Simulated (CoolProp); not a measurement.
Vapour-liquid equilibrium of CH2F2 (R32) (1) + R1234ze(E) (2) at 0.486 MPa; x and y are mole fractions of (1).

Values from CoolProp's multi-fluid Helmholtz-energy mixture model, Tillner-Roth 1997 and Thol 2016; pair parameters Bell 2023.

Question: Give the bubble temperature and the first vapour's composition at x = 0.275, 0.65, 0.875. Is there an azeotrope?

Answer: x = 0.275: 278.9 K, y = 0.571; x = 0.65: 265.8 K, y = 0.852; x = 0.875: 260.6 K, y = 0.952. No azeotrope shows between x = 0.05 and 0.95.

Pair parameters are fitted to limited data, so mixtures are less certain than the pure fluids.
